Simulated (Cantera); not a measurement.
What does this Cantera script print?

```python
import numpy as np
import cantera as ct

gas_names = """
    F F2 N NF NF2 NF3 N2 Si SiF SiF2 SiF3 SiF4 SiN Si2 Si2N Si3
""".split()
cond_names = """
    Si(cr) Si(L) Si3N4(a)
""".split()


# ... load() reads the species with a 1 bar reference pressure and builds the phases ...
atoms = {
    'SiF4': {'Si': 1, 'F': 4},
    'N2': {'N': 2},
}
top_T = {'Si3N4(a)': 2400}  # K; cautious upper limits of use, not melting points


# ... equilibrate(T, P, feed) seeds the gas with the atoms and calls Mixture.equilibrate('TP', solver="vcs", rtol=1e-11, max_steps=5000) ...
results = []
feed = {'SiF4': 1, 'N2': 0.61}  # mol
T = 1375  # K
P = 51  # Pa
mix = equilibrate(T, P, feed)
results.append((T, P, feed, dict(zip(mix.species_names, mix.species_moles))))
print(gas.report(threshold=1e-05))
for i in range(1, mix.n_phases):
    print(f"{mix.phase(i).name:16s} {mix.phase_moles(i):12.5e} mol")
```

Result:

```
       temperature   1375 K
          pressure   51 Pa
           density   0.00033573 kg/m^3
  mean mol. weight   75.259 kg/kmol
   phase of matter   gas

                          1 kg             1 kmol
                     ---------------   ---------------
          enthalpy       -1.2296e+07       -9.2538e+08  J
   internal energy       -1.2448e+07       -9.3681e+08  J
           entropy            5622.9        4.2318e+05  J/K
    Gibbs function       -2.0027e+07       -1.5072e+09  J
 heat capacity c_p            1037.3             78068  J/K
 heat capacity c_v            926.85             69754  J/K

                      mass frac. Y      mole frac. X     chem. pot. / RT
                     ---------------   ---------------   ---------------
                N2           0.14103           0.37888             -34.3
              SiF4           0.85897           0.62112           -191.34
     [  +14 minor]         2.071e-06        2.9951e-06

Si(cr)            0.00000e+00 mol
Si3N4(a)          0.00000e+00 mol
```

These are equilibrium values from Cantera (NASA tables, ideal gas, pure condensed phases), not measurements of a reactor.
